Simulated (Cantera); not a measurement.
What does this Cantera script print?

```python
import numpy as np
import cantera as ct

gas_names = """
    CL CL2 K KCL K2 K2CL2 N N2
""".split()
cond_names = """
    K(cr) K(L) KCL(s) KCL(L)
""".split()


# ... load() reads the species with a 1 bar reference pressure and builds the phases ...
atoms = {
    'KCl': {'K': 1, 'CL': 1},
    'N2': {'N': 2},
}
top_T = {}  # K; cautious upper limits of use, not melting points


# ... equilibrate(T, P, feed) seeds the gas with the atoms and calls Mixture.equilibrate('TP', solver="vcs", rtol=1e-11, max_steps=5000) ...
results = []
feed = {'KCl': 1, 'N2': 1.6}  # mol
P = 100000  # Pa
for T in [1175, 1225, 1275, 1325, 1375, 1425, 1475, 1525]:
    mix = equilibrate(T, P, feed)
    results.append((T, P, feed, dict(zip(mix.species_names, mix.species_moles))))

top = {s: max(r[3][s] / sum(r[3][g] for g in gas_names) for r in results) for s in gas_names}
cols = sorted((s for s in top if top[s] > 1e-05), key=lambda s: -top[s])[:9]
seen = [c for c in cond_names if any(r[3].get(c, 0) > 1e-12 for r in results)]
print("log10 of partial pressures in bar; condensed amounts in mol")
print(f"{'T/K':>10s}" + "".join(f"{s[:9]:>10s}" for s in cols + seen))
for T, P, feed, n in results:
    ng = sum(n[g] for g in gas_names)
    print(f"{T:10.4g}" + "".join(f"{np.log10(max(n[s] / ng * P / 1e5, 1e-99)):10.3f}" for s in cols)
          + "".join(f"{n.get(c, 0):10.4g}" for c in seen))
```

Output:

```
log10 of partial pressures in bar; condensed amounts in mol
       T/K        N2       KCL     K2CL2    KCL(L)
      1175    -0.002    -2.431    -2.792    0.9888
      1225    -0.005    -2.114    -2.487     0.977
      1275    -0.009    -1.825    -2.212    0.9555
      1325    -0.017    -1.560    -1.963     0.918
      1375    -0.030    -1.318    -1.737    0.8546
      1425    -0.051    -1.094    -1.530    0.7492
      1475    -0.084    -0.888    -1.342    0.5724
      1525    -0.136    -0.697    -1.170    0.2648
```

These are equilibrium values from Cantera (NASA tables, ideal gas, pure condensed phases), not measurements of a reactor.
